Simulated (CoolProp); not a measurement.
Vapour-liquid equilibrium of fluoroethane (R161) (1) + R227EA (2) at 6.25 kPa; x and y are mole fractions of (1).

Model: multi-fluid Helmholtz-energy mixture model, Wu 2012 and Lemmon 2016; pair parameters Bell 2016, in CoolProp.

| x | bubble temperature (°C) | y at the bubble point | dew temperature at overall composition x (°C) | liquid density (mol/L) |
|---|---|---|---|---|
| 0.05 | -66.3 | 0.071 | -66.2 | 10.28 |
| 0.15 | -67.4 | 0.258 | -66.7 | 10.84 |
| 0.25 | -69.4 | 0.466 | -67.3 | 11.46 |
| 0.35 | -72.0 | 0.645 | -68.2 | 12.14 |
| 0.45 | -74.6 | 0.775 | (withheld) | 12.87 |
| 0.55 | -77.1 | 0.862 | -70.5 | 13.67 |
| 0.65 | -79.3 | 0.917 | (withheld) | 14.54 |
| 0.75 | (withheld) | 0.952 | -74.0 | 15.49 |
| 0.85 | -82.6 | 0.976 | -76.7 | 16.53 |
| 0.95 | -83.8 | 0.993 | -80.9 | 17.69 |

### Question
What belongs in the gaps?

### Answer

- 0.45, dew temperature at overall composition x (°C): -69.2
- 0.65, dew temperature at overall composition x (°C): -72.1
- 0.75, bubble temperature (°C): -81.1

No azeotrope shows between x = 0.05 and 0.95.

Pair parameters are fitted to limited data, so mixtures are less certain than the pure fluids.
